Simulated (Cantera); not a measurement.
Input (Python, Cantera) and output of one run.

```python
import numpy as np
import cantera as ct

gas_names = """
    CL CLO CL2 Fe FeCL FeCL2 FeCL3 FeO Fe(OH)2 Fe2CL4 Fe2CL6 H HCL HOCL HO2 H2 H2O H2O2 O OH O2 O3
""".split()
cond_names = """
    Fe(a) Fe(c) Fe(d) Fe(L) FeCL2(s) FeCL2(L) FeCL3(s) FeCL3(L) FeO(s) FeO(L) Fe(OH)2(s) Fe(OH)3(s)
    Fe2O3(s) Fe3O4(s) H2O(s) H2O(L)
""".split()


# ... load() reads the species with a 1 bar reference pressure and builds the phases ...
atoms = {
    'Fe2O3': {'Fe': 2, 'O': 3},
    'HCl': {'H': 1, 'CL': 1},
}
top_T = {'Fe2O3(s)': 1830, 'Fe3O4(s)': 1870}  # K; cautious upper limits of use, not melting points


# ... equilibrate(T, P, feed) seeds the gas with the atoms and calls Mixture.equilibrate('TP', solver="vcs", rtol=1e-11, max_steps=5000) ...
results = []
feed = {'Fe2O3': 1, 'HCl': 3.8}  # mol
P = 47  # Pa
for T in [1625, 1650, 1675, 1700, 1725, 1750, 1775, 1800]:
    mix = equilibrate(T, P, feed)
    results.append((T, P, feed, dict(zip(mix.species_names, mix.species_moles))))
    x = sorted(zip(gas.X, gas.species_names), reverse=True)
    print(f"T = {T:g} K  P = {P:g} Pa  gas = {mix.phase_moles(0):.4g} mol")
    print("   x: " + "  ".join(f"{s} {v:.3e}" for v, s in x if v > 0.0001))
    print("   condensed (mol): " + ("  ".join(f"{mix.phase(i).name} {mix.phase_moles(i):.4g}"
          for i in range(1, mix.n_phases) if mix.phase_moles(i) > 1e-12) or "none"))
```

Output:

```
T = 1625 K  P = 47 Pa  gas = 4.168 mol
   x: HCL 4.612e-01  H2O 2.241e-01  FeCL2 1.949e-01  CL 6.034e-02  O2 5.704e-02  OH 1.568e-03  H2 3.836e-04  O 2.144e-04  CL2 1.058e-04
   condensed (mol): Fe3O4(s) 0.3958
T = 1650 K  P = 47 Pa  gas = 4.177 mol
   x: HCL 4.415e-01  H2O 2.325e-01  FeCL2 2.023e-01  CL 6.327e-02  O2 5.741e-02  OH 1.920e-03  H2 5.255e-04  O 2.862e-04
   condensed (mol): Fe3O4(s) 0.3849
T = 1675 K  P = 47 Pa  gas = 4.187 mol
   x: HCL 4.225e-01  H2O 2.406e-01  FeCL2 2.093e-01  CL 6.619e-02  O2 5.772e-02  OH 2.335e-03  H2 7.122e-04  O 3.786e-04  H 1.429e-04
   condensed (mol): Fe3O4(s) 0.3744
T = 1700 K  P = 47 Pa  gas = 4.197 mol
   x: HCL 4.041e-01  H2O 2.482e-01  FeCL2 2.160e-01  CL 6.909e-02  O2 5.799e-02  OH 2.820e-03  H2 9.551e-04  O 4.965e-04  H 2.101e-04
   condensed (mol): Fe3O4(s) 0.3644
T = 1725 K  P = 47 Pa  gas = 4.207 mol
   x: HCL 3.864e-01  H2O 2.553e-01  FeCL2 2.223e-01  CL 7.198e-02  O2 5.822e-02  OH 3.383e-03  H2 1.268e-03  O 6.460e-04  H 3.051e-04
   condensed (mol): Fe3O4(s) 0.3547
T = 1750 K  P = 47 Pa  gas = 4.218 mol
   x: HCL 3.694e-01  H2O 2.618e-01  FeCL2 2.282e-01  CL 7.485e-02  O2 5.841e-02  OH 4.033e-03  H2 1.667e-03  O 8.339e-04  H 4.380e-04  FeO 1.200e-04
   condensed (mol): Fe3O4(s) 0.3454
T = 1775 K  P = 47 Pa  gas = 4.23 mol
   x: HCL 3.529e-01  H2O 2.678e-01  FeCL2 2.338e-01  CL 7.770e-02  O2 5.859e-02  OH 4.780e-03  H2 2.171e-03  O 1.069e-03  H 6.221e-04  FeO 2.114e-04  Fe 1.582e-04
   condensed (mol): Fe3O4(s) 0.3364
T = 1800 K  P = 47 Pa  gas = 4.42 mol
   x: HCL 3.301e-01  H2O 2.592e-01  FeCL2 2.198e-01  CL 8.996e-02  O2 8.962e-02  OH 6.095e-03  H2 2.151e-03  O 1.680e-03  H 7.660e-04  FeO 3.334e-04  Fe 2.369e-04
   condensed (mol): FeO(L) 1.026
```

Equilibrium computed with Cantera from the NASA thermochemical tables; the gas is ideal and each condensed phase is pure. The tables' stoichiometric FeO is somewhat more stable than real wüstite, so its field is too wide. FeO: taken at fixed stoichiometry.
